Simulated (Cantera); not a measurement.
Input: 1 mol Fe₂O₃, 0.3 mol CH₄, 11 mol H₂, equilibrated at 18.0 mbar.

Method: chemical equilibrium by Gibbs-energy minimisation in Cantera with the NASA 1993 tables (ideal gas, pure condensed phases). Candidate condensed phases: C, C₆H₆, C₇H₈, C₈H₁₈, Fe, Fe(CO)₅, FeO, Fe(OH)₂, Fe(OH)₃, Fe₂O₃, Fe₃O₄, H₂O; 114 gas species. Rates play no part. All values below are at 1923 K.

Base state: H₂ 0.738, H₂O 0.222, CO 0.0233, Fe 0.00823, H 0.00603, CO₂ 0.00163, OH 0.000156, FeO 4.08e-5 (mole fractions); condensed: Fe(l).

### Question
What changes in the equilibrium state with this change: Fe₂O₃ replaced by PbO?

### Answer
```json
[
 {"species": "H₂", "before": "0.738", "after": "0.839"},
 {"species": "Pb", "before": "0", "after": "0.0773"},
 {"species": "H₂O", "before": "0.222", "after": "0.0537"},
 {"species": "CO", "before": "0.0233", "after": "0.0228"},
 {"species": "Fe", "before": "0.00823", "after": "0"},
 {"species": "FeO", "before": "4.08e-5", "after": "0"},
 {"species": "Fe(OH)₂", "before": "3.98e-5", "after": "0"},
 {"species": "PbO", "before": "0", "after": "1.67e-5"},
 {"species": "CO₂", "before": "0.00163", "after": "0.000340"},
 {"species": "Fe(l), mol", "before": "1.90", "after": "0"}
]
```
Further candidate phases: Pb, PbO, PbO₂, Pb₃O₄.
